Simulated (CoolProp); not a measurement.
Vapour-liquid equilibrium of benzene (1) + o-xylene (2) at 0.307 MPa; x and y are mole fractions of (1).

Computed with CoolProp (multi-fluid Helmholtz-energy mixture model, Thol 2012 and Zhou 2012; pair parameters Bell 2016).

| x | bubble temperature, mixture model (K) | bubble temperature, Raoult's law (K) | y, mixture model | y, Raoult's law |
|---|---|---|---|---|
| 0.05 | 459.4 | 457.9 | 0.145 | 0.182 |
| 0.125 | 450.7 | 448.5 | 0.340 | 0.385 |
| 0.2 | 442.1 | 440.5 | 0.501 | 0.532 |
| 0.275 | 434.1 | 433.5 | 0.625 | 0.641 |
| 0.35 | 426.9 | 427.4 | 0.718 | 0.723 |
| 0.425 | 420.7 | 422.0 | 0.786 | 0.787 |
| 0.5 | 415.5 | 417.1 | 0.836 | 0.837 |
| 0.575 | 411.0 | 412.7 | 0.874 | 0.877 |
| 0.65 | 407.2 | 408.7 | 0.904 | 0.909 |
| 0.725 | 404.0 | 405.1 | 0.928 | 0.935 |
| 0.8 | 401.0 | 401.8 | 0.949 | 0.957 |
| 0.875 | 398.4 | 398.7 | 0.968 | 0.976 |
| 0.95 | 395.8 | 395.9 | 0.987 | 0.991 |

The largest gap from Raoult's law is +2.2 K in bubble temperature, at x = 0.125. No azeotrope shows between x = 0.05 and 0.95.

Pair parameters are fitted to limited data, so mixtures are less certain than the pure fluids. The gap from Raoult's law changes sign with composition, which may be real or a fault of the pair parameters; it wasn't checked against measurements.
